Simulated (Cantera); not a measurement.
What does this Cantera script print?

```python
import numpy as np
import cantera as ct

gas_names = """
    B BF BF2 BF3 BH BHF2 BH2 BH3 BO BOF BOF2 BO2 B2 B2O B2O2 B2O3 B3O3F3 B3O3H3 F FO FO2 F2 F2O H HBO
    HBO2 HF HOF HO2 H2 H2F2 H2O H2O2 H3B3O6 H3F3 H4F4 H5F5 H6F6 H7F7 O OH O2 O3
""".split()
cond_names = """
    B(b) B(L) B2O3(L) B3O3H3(cr) H2O(s) H2O(L)
""".split()


# ... load() reads the species with a 1 bar reference pressure and builds the phases ...
atoms = {
    'BF3': {'B': 1, 'F': 3},
    'H2': {'H': 2},
    'H2O': {'H': 2, 'O': 1},
}
top_T = {}  # K; cautious upper limits of use, not melting points


# ... equilibrate(T, P, feed) seeds the gas with the atoms and calls Mixture.equilibrate('TP', solver="vcs", rtol=1e-11, max_steps=5000) ...
results = []
feed = {'BF3': 1, 'H2': 36, 'H2O': 0.19}  # mol
T = 773.15  # K
P = 12  # Pa
mix = equilibrate(T, P, feed)
results.append((T, P, feed, dict(zip(mix.species_names, mix.species_moles))))
x = sorted(zip(gas.X, gas.species_names), reverse=True)
print(f"T = {T:g} K  P = {P:g} Pa  gas = {mix.phase_moles(0):.4g} mol")
print("   x: " + "  ".join(f"{s} {v:.3e}" for v, s in x if v > 0.001))
print("   condensed (mol): " + ("  ".join(f"{mix.phase(i).name} {mix.phase_moles(i):.4g}"
      for i in range(1, mix.n_phases) if mix.phase_moles(i) > 1e-12) or "none"))
```

Output:

```
T = 773.15 K  P = 12 Pa  gas = 37.24 mol
   x: H2 9.667e-01  BF3 2.277e-02  HF 8.169e-03  B3O3F3 1.359e-03  H2O 1.017e-03
   condensed (mol): none
```

Method: chemical equilibrium by Gibbs-energy minimisation in Cantera with the NASA 1993 tables (ideal gas, pure condensed phases).
